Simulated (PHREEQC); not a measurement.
HF is added in steps, without added water, to 1 kg of water holding 0.0064 mol/kgw CaBr2, at 25 °C. Oxygen is held at 0.21 atm. No CO2 enters from the air. Solids allowed: Fluorite. Others were left out.

Base run: PHREEQC, ion-association model, phreeqc.dat. Each further column changes one thing. The table gives pH.

```
HF added (mol)  base  diluted 100-fold with water  CaBr2 replaced by KBr at the same molality  temperature from 25 to 90 °C  no solid may form
--------------  ----  ---------------------------  ------------------------------------------  ----------------------------  -----------------
0               6.98                         7.00                                        7.00                           [?]               6.98
0.002375        2.72                         3.01                                        3.02                           [?]               3.02
0.005938        2.33                         2.76                                        2.78                           [?]               2.78
0.008313        2.19                         2.68                                        2.69                           [?]               2.69
0.01069         2.09                         2.62                                        2.63                          2.30               2.62
0.01306         2.02                         2.57                                        2.58                          2.22               2.57
0.01663         1.96                         2.51                                        2.51                          2.14               2.51
0.019           1.94                         2.47                                        2.48                           [?]               2.48
```

Q: Complete the blanks.

A: 
- 0, temperature from 25 to 90 °C: 6.20
- 0.002375, temperature from 25 to 90 °C: 2.91
- 0.005938, temperature from 25 to 90 °C: 2.53
- 0.008313, temperature from 25 to 90 °C: 2.39
- 0.019, temperature from 25 to 90 °C: 2.10

 At this temperature some constants are extrapolated from 25 °C, and those without enthalpy data are left unchanged. In at least one series the solution becomes supersaturated in solids that the run did not let form, among them Fluorite.
